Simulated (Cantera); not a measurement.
What does this Cantera script print?

```python
import numpy as np
import cantera as ct

gas = ct.Solution("h2o2.yaml")
gas.TPX = 950, 22000, {'H2': 0.82, 'O2': 1, 'N2': 0.53}
reactor = ct.IdealGasConstPressureReactor(gas, energy="off", clone=False)
net = ct.ReactorNet([reactor])
net.rtol, net.atol = 1e-08, 1e-18
show = ['H2', 'O2', 'H2O2', 'HO2', 'H2O']
times = np.geomspace(5e-06, 200, 12)

steps = ct.SolutionArray(gas, extra=["t"])
rows = []
print(f"{'t/s':>10s}{'T/K':>9s}{'P/Pa':>11s}" + "".join(f"{s:>11s}" for s in show))
for t in times:
    while net.time < t:
        t_next = net.step()
        steps.append(gas.state, t=t_next)
    rows.append([np.interp(t, steps.t, y) for y in (steps.T, steps.P, *steps(*show).X.T)])
    print(f"{t:10.3e}{rows[-1][0]:9.1f}{rows[-1][1]:11.4g}" + "".join(f"{x:11.3e}" for x in rows[-1][2:]))
rate = np.gradient(steps.T, steps.t)
print("integrator steps:", len(steps.t))
if steps.T.max() > steps.T[0] + 200:
    print(f"time of steepest temperature rise: {steps.t[rate.argmax()]:.4e} s")
gas.TPX = 950, 22000, {'H2': 0.82, 'O2': 1, 'N2': 0.53}
gas.equilibrate("TP")
print(f"equilibrium (TP): T = {gas.T:.1f} K  " + "  ".join(f"{s} {gas[s].X[0]:.3e}" for s in show))
```

Result:

```
       t/s      T/K       P/Pa         H2         O2       H2O2        HO2        H2O
 5.000e-06    950.0    2.2e+04  3.489e-01  4.255e-01  2.249e-15  2.941e-11  2.127e-12
 2.455e-05    950.0    2.2e+04  3.489e-01  4.255e-01  6.103e-14  1.734e-10  1.028e-10
 1.205e-04    950.0    2.2e+04  3.489e-01  4.255e-01  5.065e-12  6.007e-09  1.859e-08
 5.919e-04    950.0    2.2e+04  1.199e-01  3.430e-01  1.383e-05  1.974e-04  2.644e-01
 2.906e-03    950.0    2.2e+04  4.098e-02  3.183e-01  1.217e-04  1.216e-04  3.729e-01
 1.427e-02    950.0    2.2e+04  3.976e-02  3.178e-01  2.680e-04  8.498e-05  3.743e-01
 7.007e-02    950.0    2.2e+04  3.084e-02  3.146e-01  5.576e-04  9.421e-05  3.848e-01
 3.441e-01    950.0    2.2e+04  8.600e-03  3.070e-01  2.344e-04  5.045e-05  4.121e-01
 1.689e+00    950.0    2.2e+04  4.179e-04  3.043e-01  4.210e-06  5.916e-06  4.222e-01
 8.295e+00    950.0    2.2e+04  3.414e-05  3.041e-01  4.925e-08  6.146e-07  4.226e-01
 4.073e+01    950.0    2.2e+04  2.182e-06  3.041e-01  7.742e-10  5.829e-08  4.227e-01
 2.000e+02    950.0    2.2e+04  3.217e-11  3.041e-01  1.361e-10  7.955e-10  4.227e-01
integrator steps: 2685
equilibrium (TP): T = 950.0 K  H2 2.997e-11  O2 3.041e-01  H2O2 1.570e-10  HO2 7.459e-10  H2O 4.227e-01
```

Cantera simulation using the H2/O2 subset of GRI-Mech 3.0, which has no nitrogen chemistry; the numbers are that mechanism's predictions, not measurements. The temperature is held fixed by assumption; the heat of reaction is taken as removed at once.
